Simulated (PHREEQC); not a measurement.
Solution (25 °C): 0.86 mmol/kgw CaSO4, 60 mmol/kgw Na2HPO4 and 0.89 mmol/kgw NaCl. Closed to the air; pH follows from the charge balance.

All values are PHREEQC results (ion-association model, wateq4f.dat), not measurements.

| quantity | before | after |
|---|---|---|
| pH | 8.79 | 8.69 |
| ionic strength (mol/kgw) | 0.173 | 0.173 |
| Na+ (mol/kgw) | 0.117 | 0.117 |
| HPO4-2 (mol/kgw) | 0.0547 | 0.0547 |
| NaHPO4- (mol/kgw) | 0.00389 | 0.00374 |
| H2PO4- (mol/kgw) | 0.000590 | 0.000658 |
| SI of Portlandite (Ca(OH)2) | -9.77 | -8.71 |
| SI of Hydroxyapatite (Ca5(PO4)3OH) | +10.55 | +10.96 |

Name the change that produced these shifts.
A. NaCl from 0.00089 to 0.0089 mol/kgw
B. CaSO4 replaced by Ca(NO3)2 at the same molality
C. NaCl left out
D. diluted 2-fold with water
E. temperature from 25 to 45 °C

E, temperature from 25 to 45 °C

Precipitation was switched off in this run. Some of these states are supersaturated (in Hydroxyapatite, for instance). H3PO4, which wateq4f.dat lacks, is added to it with the constant of phreeqc.dat. Constants without temperature data keep their 25 °C values here.
